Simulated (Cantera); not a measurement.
A perfectly stirred reactor is fed with 3.77 % CH₄, 2.22 % C₂H₆, 0.203 % C₃H₈, 10.2 % O₂, 83.6 % N₂, at 0.987 atm; it is adiabatic with a 450 K inlet, and is followed from long to short residence time, starting on the burning branch (τ in s: 0.12, 0.055, 0.025, 0.012, 0.0053, 0.0024, 0.0011, 0.0005, 0.00023, 0.0001, 4.8e-05, 2.2e-05).

Cantera simulation using GRI-Mech 3.0 (53 species, 325 reactions); the numbers are that mechanism's predictions, not measurements.

### Question
Predict: blow-out, bracketed by the residence times tried; x(CH₄) at τ = 0.120 s; x(C₂H₆) at τ = 0.120 s; x(C₃H₈) at τ = 0.120 s; x(CO) at τ = 0.120 s; x(C₂H) at τ = 0.120 s; x(CH₄) at τ = 1.10 ms; x(C₂H₆) at τ = 1.10 ms; x(C₃H₈) at τ = 1.10 ms.

### Answer
```json
{
  "blow_out_bracketed_by_the_residence_times_tried": "burning at 55.0 ms, out at 25.0 ms",
  "x(CH₄) at τ = 0.120 s": "0.00586",
  "x(C₂H₆) at τ = 0.120 s": "0.000188",
  "x(C₃H₈) at τ = 0.120 s": "5.26e-6",
  "x(CO) at τ = 0.120 s": "0.0458",
  "x(C₂H) at τ = 0.120 s": "2.00e-9",
  "x(CH₄) at τ = 1.10 ms": "0.0377",
  "x(C₂H₆) at τ = 1.10 ms": "0.0222",
  "x(C₃H₈) at τ = 1.10 ms": "0.00203"
}
```
